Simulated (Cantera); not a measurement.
## Pyrogenic steam for wet oxidation

An isothermal, constant-pressure homogeneous reactor starts with H₂ : O₂ : N₂ = 0.62 : 1 : 4.1 (molar parts), equivalence ratio 0.31, at 950 K and 37000 Pa.

Detailed kinetics in Cantera: the H2/O2 subset of GRI-Mech 3.0, which has no nitrogen chemistry. The temperature is held fixed by assumption; the heat of reaction is taken as removed at once.

| t (s) | x H₂ | x O₂ | x H | x OH | x HO₂ | x O |
|---|---|---|---|---|---|---|
| 0.000300 | 0.108 | 0.175 | 1.53e-8 | 1.25e-9 | 1.60e-8 | 4.09e-9 |
| 0.000854 | 0.103 | 0.172 | 0.00146 | 0.000181 | 4.74e-5 | 0.000360 |
| 0.00243 | 0.00918 | 0.131 | 4.39e-5 | 5.27e-5 | 4.79e-5 | 6.48e-5 |
| 0.00693 | 0.00601 | 0.130 | 2.96e-6 | 5.41e-6 | 3.64e-5 | 6.77e-6 |
| 0.0197 | 0.00509 | 0.130 | 7.82e-7 | 1.63e-6 | 2.83e-5 | 2.06e-6 |
| 0.0562 | 0.00378 | 0.129 | 4.79e-7 | 1.33e-6 | 2.42e-5 | 1.50e-6 |
| 0.160 | 0.00197 | 0.128 | 1.89e-7 | 9.83e-7 | 1.64e-5 | 8.90e-7 |
| 0.456 | 0.000580 | 0.128 | 3.48e-8 | 5.97e-7 | 7.21e-6 | 3.17e-7 |
| 1.30 | 0.000107 | 0.128 | 2.63e-9 | 2.44e-7 | 1.92e-6 | 4.14e-8 |
| 3.70 | 2.17e-5 | 0.128 | 1.65e-10 | 7.53e-8 | 4.57e-7 | 3.15e-9 |
| 10.5 | 5.02e-6 | 0.128 | 1.42e-11 | 2.70e-8 | 1.17e-7 | 2.87e-10 |
| 30.0 | 8.83e-7 | 0.128 | 1.35e-12 | 1.34e-8 | 2.40e-8 | 2.84e-11 |
x: mole fraction; the columns are a selection and need not sum to one.

Equilibrium at this temperature and pressure: H₂ 9.67e-12, O₂ 0.128, H <1e-12, OH 5.00e-8, HO₂ 2.31e-10, O 1.88e-11 (gas phase only).
